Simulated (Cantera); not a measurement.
Input (Python, Cantera) and output of one run.

```python
import numpy as np
import cantera as ct

gas_names = """
    H HO2 H2 H2O H2O2 Nb NbO NbO2 O OH O2 O3
""".split()
cond_names = """
    H2O(s) H2O(L) Nb(cr) Nb(L) NbO(s) NbO(L) NbO2(I) NbO2(II) NbO2(III) NbO2(L) Nb2O5(s) Nb2O5(L)
""".split()


# ... load() reads the species with a 1 bar reference pressure and builds the phases ...
atoms = {
    'Nb2O5': {'Nb': 2, 'O': 5},
    'H2': {'H': 2},
}
top_T = {}  # K; cautious upper limits of use, not melting points


# ... equilibrate(T, P, feed) seeds the gas with the atoms and calls Mixture.equilibrate('TP', solver="vcs", rtol=1e-11, max_steps=5000) ...
results = []
feed = {'Nb2O5': 1, 'H2': 3.3}  # mol
T = 1873.15  # K
for P in [10, 100, 1000, 10000, 100000, 1000000]:
    mix = equilibrate(T, P, feed)
    results.append((T, P, feed, dict(zip(mix.species_names, mix.species_moles))))

top = {s: max(r[3][s] / sum(r[3][g] for g in gas_names) for r in results) for s in gas_names}
cols = sorted((s for s in top if top[s] > 0.001), key=lambda s: -top[s])[:5]
seen = [c for c in cond_names if any(r[3].get(c, 0) > 1e-12 for r in results)]
print("log10 of partial pressures in bar; condensed amounts in mol")
print(f"{'P/Pa':>10s}" + "".join(f"{s[:9]:>10s}" for s in cols + seen))
for T, P, feed, n in results:
    ng = sum(n[g] for g in gas_names)
    print(f"{P:10.4g}" + "".join(f"{np.log10(max(n[s] / ng * P / 1e5, 1e-99)):10.3f}" for s in cols)
          + "".join(f"{n.get(c, 0):10.4g}" for c in seen))
```

Output:

```
log10 of partial pressures in bar; condensed amounts in mol
      P/Pa        H2       H2O         H      NbO2 NbO2(III)  Nb2O5(L)
        10    -4.114    -4.774    -5.247    -6.348      1.14    0.4221
       100    -3.094    -3.755    -4.737    -6.348     1.174    0.4125
      1000    -2.088    -2.749    -4.234    -6.348     1.181    0.4094
     1e+04    -1.087    -1.747    -3.733    -6.348     1.183    0.4084
     1e+05    -0.086    -0.746    -3.233    -6.348     1.184    0.4081
     1e+06     0.914     0.254    -2.733    -6.348     1.184     0.408
```

Method: chemical equilibrium by Gibbs-energy minimisation in Cantera with the NASA 1993 tables (ideal gas, pure condensed phases). Mutual solubility and eutectic melting of coexisting phases are not modelled. Condensed phases not in the tables: the oxides between NbO2 and Nb2O5.
